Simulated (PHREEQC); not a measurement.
Dissolve 4.1 mmol/kgw H3PO4 at 25 °C. Closed to the air; pH follows from the charge balance.

Model: ion-association model, phreeqc.dat, run in PHREEQC.

```json
[
 {"quantity": "pH", "before": "2.55", "after": "4.86"},
 {"quantity": "ionic strength (mol/kgw)", "before": "0.00295", "after": "0.00414"},
 {"quantity": "H2PO4- (mol/kgw)", "before": "0.00295", "after": "0.00407"},
 {"quantity": "H3PO4 (mol/kgw)", "before": "0.00115", "after": "7.75e-6"},
 {"quantity": "HPO4-2 (mol/kgw)", "before": "7.82e-8", "after": "2.24e-5"}
]
```

Task: Name the change that produced these shifts.
(A) H3PO4 from 0.0041 to 0.00041 mol/kgw
(B) H3PO4 from 0.0041 to 0.00451 mol/kgw
(C) H3PO4 replaced by NaH2PO4 at the same molality
(D) 0.00013 mol/kgw NaHF2 added
(E) temperature from 25 to 70 °C

Result: C, H3PO4 replaced by NaH2PO4 at the same molality

This is a speciation only: nothing precipitates in the calculation.
